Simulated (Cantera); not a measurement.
A freely propagating, adiabatic, planar premixed flame of 19.0 % CO, 4.18 % H2, 16.1 % O2, 60.7 % N2, unburnt at 548 K and 6.02 atm; unity-Lewis-number transport, grid criteria slope 0.08 and curve 0.16, no radiation.

Model: GRI-Mech 3.0 (53 species, 325 reactions), integrated in Cantera. The hydrogen kinetics of GRI-Mech 3.0 are dated; newer H2 mechanisms differ, most at raised pressure. Unity Lewis numbers drop preferential diffusion, which matters most where H2 and H carry the flame. Burning velocities carry a grid error of a few per cent, more on coarse grids.

x: mole fraction of selected species; z is measured from the peak of heat release.

| z (mm) | T (K) | u (m/s) | x CO | x H2 | x O2 | x O | x NO | x HO2 |
|---|---|---|---|---|---|---|---|---|
| -0.292 | 548 | 0.719 | 0.190 | 0.0418 | 0.161 | <1e-8 | <1e-8 | 4.74e-8 |
| -0.195 | 549 | 0.720 | 0.190 | 0.0418 | 0.161 | <1e-8 | <1e-8 | 4.94e-7 |
| -0.146 | 552 | 0.724 | 0.190 | 0.0417 | 0.161 | <1e-8 | <1e-8 | 2.52e-6 |
| -0.0975 | 570 | 0.747 | 0.189 | 0.0411 | 0.160 | <1e-8 | 5.36e-8 | 1.28e-5 |
| -0.0487 | (withheld) | 0.936 | 0.179 | 0.0355 | 0.153 | 2.25e-6 | 7.41e-7 | 0.000125 |
| -0.0244 | (withheld) | 1.29 | 0.158 | 0.0238 | 0.137 | 0.000152 | 3.62e-6 | 0.000333 |
| 0 | (withheld) | 1.78 | 0.119 | 0.00650 | 0.109 | 0.00281 | 9.80e-6 | 0.000175 |
| 0.0244 | (withheld) | 2.10 | 0.0818 | 0.00174 | 0.0871 | 0.00582 | 1.86e-5 | 7.72e-5 |
| 0.0487 | (withheld) | 2.27 | 0.0584 | 0.00155 | 0.0754 | 0.00611 | 2.78e-5 | 4.48e-5 |
| 0.0975 | 2060 | 2.45 | 0.0367 | 0.00130 | 0.0656 | 0.00456 | 4.34e-5 | 2.13e-5 |
| 0.195 | 2188 | 2.57 | 0.0219 | 0.000800 | 0.0594 | 0.00249 | 6.68e-5 | 9.32e-6 |
| 0.390 | 2268 | 2.65 | 0.0124 | 0.000448 | 0.0555 | 0.00128 | 0.000100 | 4.90e-6 |
| 0.780 | 2310 | 2.69 | 0.00716 | 0.000264 | 0.0533 | 0.000727 | 0.000146 | 3.60e-6 |

Task: Fill in the missing entries.

Result: 
- -0.0487, T (K): 720
- -0.0244, T (K): 1013
- 0, T (K): 1436
- 0.0244, T (K): 1722
- 0.0487, T (K): 1889
